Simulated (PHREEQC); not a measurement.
Dissolve 0.0029 mol/kgw PbCl2, 0.0019 mol/kgw NaNO3 and 0.23 mol/kgw Na2SO4 at 20 °C. Closed to the air; pH follows from the charge balance.

The numbers come from PHREEQC with the acid-base model without metal-ligand complexes, phreeqc.dat.

Question: The ionic strength comes out as 0.701 mol/kgw. What activity coefficients do Pb+2, Na+, Pb2OH+3, H+, HSO4- get?

Answer: Pb+2 0.32, Na+ 0.72, Pb2OH+3 0.076, H+ 0.76, HSO4- 0.75.

No solid was allowed to form. The solution is supersaturated, for example in Anglesite, so a real one may precipitate; this is no full list. The ionic strength is past about 0.7 mol/kgw, beyond the range of this activity model, so the values are rough. Complexes and solids missing from the database can't appear.
